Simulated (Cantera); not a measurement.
An adiabatic, constant-volume homogeneous reactor starts with CH4 : H2 : O2 : N2 : CO2 = 1 : 0.085 : 1.7 : 11.9 : 0.96 (molar parts), equivalence ratio 1.2, at 1175 K and 750 Torr. Integrator tolerance rtol = 1e-08.

Model: GRI-Mech 3.0 (53 species, 325 reactions), integrated in Cantera.

What does this change do: initial temperature 1175 to 1100 K?


| quantity | before | after |
|---|---|---|
| time of steepest temperature rise | 55.6 ms | 0.133 s |
| temperature at 1.00 s | 2400 K | 2353 K |
| equilibrium temperature | 2400 K | 2353 K |
| x(CH4) at 1.00 s | <1e-12 (gas-phase equilibrium <1e-12) | <1e-12 (gas-phase equilibrium <1e-12) |
| x(H2) at 1.00 s | 0.00913 (gas-phase equilibrium 0.00913) | 0.00895 (gas-phase equilibrium 0.00895) |
| x(O2) at 1.00 s | 0.00107 (gas-phase equilibrium 0.00107) | 0.000651 (gas-phase equilibrium 0.000651) |
| x(CH2O) at 1.00 s | 2.91e-10 (gas-phase equilibrium 2.91e-10) | 2.88e-10 (gas-phase equilibrium 2.88e-10) |
| x(HCO) at 1.00 s | 1.40e-8 (gas-phase equilibrium 1.40e-8) | 1.17e-8 (gas-phase equilibrium 1.17e-8) |

What does this change do: initial temperature 1175 to 1375 K?


```csv
quantity,before,after
time of steepest temperature rise,55.6 ms,5.57 ms
temperature at 1.00 s,2400 K,2510 K
equilibrium temperature,2400 K,2510 K
x(CH4) at 1.00 s,<1e-12 (gas-phase equilibrium <1e-12),<1e-12 (gas-phase equilibrium <1e-12)
x(H2) at 1.00 s,0.00913 (gas-phase equilibrium 0.00913),0.0101 (gas-phase equilibrium 0.0101)
x(O2) at 1.00 s,0.00107 (gas-phase equilibrium 0.00107),0.00280 (gas-phase equilibrium 0.00280)
x(CH2O) at 1.00 s,2.91e-10 (gas-phase equilibrium 2.91e-10),3.24e-10 (gas-phase equilibrium 3.24e-10)
x(HCO) at 1.00 s,1.40e-8 (gas-phase equilibrium 1.40e-8),2.18e-8 (gas-phase equilibrium 2.18e-8)
```
